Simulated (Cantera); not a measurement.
An adiabatic, constant-pressure homogeneous reactor starts with 24.2 % H2, 8.63 % O2, 58.7 % N2, 8.46 % H2O, at 1175 K and 1.01 bar.

Computed with Cantera and the H2/O2 subset of GRI-Mech 3.0, which has no nitrogen chemistry.

Q: Predict: time of steepest temperature rise; temperature at 0.300 s; equilibrium temperature; x(H2) at 0.300 s; x(O2) at 0.300 s; x(H2O) at 0.300 s; x(H2O2) at 0.300 s; x(O) at 0.300 s.

A: 
```json
{
 "time_of_steepest_temperature_rise": "94.5 µs",
 "temperature at 0.300 s": "2340 K",
 "equilibrium_temperature": "2340 K",
 "x(H2) at 0.300 s": "0.0751 (gas-phase equilibrium 0.0751)",
 "x(O2) at 0.300 s": "9.23e-5 (gas-phase equilibrium 9.23e-5)",
 "x(H2O) at 0.300 s": "0.278 (gas-phase equilibrium 0.278)",
 "x(H2O2) at 0.300 s": "1.31e-8 (gas-phase equilibrium 1.31e-8)",
 "x(O) at 0.300 s": "5.98e-5 (gas-phase equilibrium 5.98e-5)"
}
```
